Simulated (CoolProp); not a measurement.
Vapour-liquid equilibrium of propylene (1) + propane (2) at 267.6 K; x and y are mole fractions of (1).

Values from CoolProp's multi-fluid Helmholtz-energy mixture model, Lemmon 2013 and Lemmon 2009; pair parameters Bell 2016.

| x | bubble pressure (kPa) | y at the bubble point | dew pressure at overall composition x (kPa) | liquid density (mol/L) |
|---|---|---|---|---|
| 0.05 | 405.8 | 0.064 | 404.3 | 12.20 |
| 0.15 | 418.7 | 0.184 | 415.1 | 12.29 |
| 0.25 | 430.7 | 0.295 | 425.8 | 12.38 |
| 0.35 | 441.7 | 0.400 | 436.5 | 12.47 |
| 0.45 | 451.8 | 0.499 | 446.9 | 12.57 |
| 0.55 | 461.1 | 0.594 | 456.9 | 12.67 |
| 0.65 | 469.6 | 0.686 | 466.4 | 12.77 |
| 0.75 | 477.3 | 0.776 | 475.1 | 12.88 |
| 0.85 | 484.2 | 0.865 | 483.1 | 12.99 |
| 0.95 | 490.3 | 0.955 | 490.0 | 13.11 |

No azeotrope shows between x = 0.05 and 0.95.

The pair parameters rest on a limited set of measurements; away from them the model extrapolates.
